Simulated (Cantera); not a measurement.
## Low-pressure radical oxidation in H2/O2

An isothermal, constant-pressure homogeneous reactor starts with 2.72 % H2, 97.3 % O2, at 1350 K and 10.00 Torr.

Computed with Cantera and the H2/O2 subset of GRI-Mech 3.0, which has no nitrogen chemistry. Radical loss at walls, strong at low pressure, is not modelled.

```tsv
t (s)	x H2	x O2	x O	x OH	x H	x H2O2
7.00e-5	0.0272	0.973	1.56e-8	1.44e-8	9.60e-9	5.23e-12
0.000188	0.0272	0.973	8.17e-8	6.93e-8	2.60e-8	3.69e-11
0.000504	0.0272	0.973	9.77e-7	7.82e-7	2.39e-7	2.53e-10
0.00135	0.0267	0.972	0.000280	0.000220	6.67e-5	1.94e-9
0.00363	0.000343	0.949	0.0215	0.00323	0.00219	3.77e-8
0.00973	0.000263	0.949	0.0208	0.00298	0.00194	3.39e-8
0.0261	0.000234	0.952	0.0183	0.00281	0.00161	3.33e-8
0.0700	0.000175	0.957	0.0134	0.00244	0.00102	3.12e-8
0.188	9.10e-5	0.965	0.00683	0.00177	0.000373	2.58e-8
0.504	2.87e-5	0.970	0.00212	0.000996	6.47e-5	1.64e-8
1.35	6.19e-6	0.972	0.000451	0.000463	6.40e-6	7.46e-9
3.63	1.21e-6	0.972	8.79e-5	0.000205	5.51e-7	2.64e-9
9.73	2.66e-7	0.972	1.93e-5	9.63e-5	5.70e-8	8.58e-10
26.1	8.01e-8	0.972	5.83e-6	5.29e-5	9.45e-9	3.43e-10
70.0	5.07e-8	0.972	3.69e-6	4.21e-5	4.76e-9	2.52e-10
```
x: mole fraction; the columns are a selection and need not sum to one.

Equilibrium at this temperature and pressure: H2 4.98e-8, O2 0.972, O 3.63e-6, OH 4.17e-5, H 4.64e-9, H2O2 2.49e-10 (gas phase only).
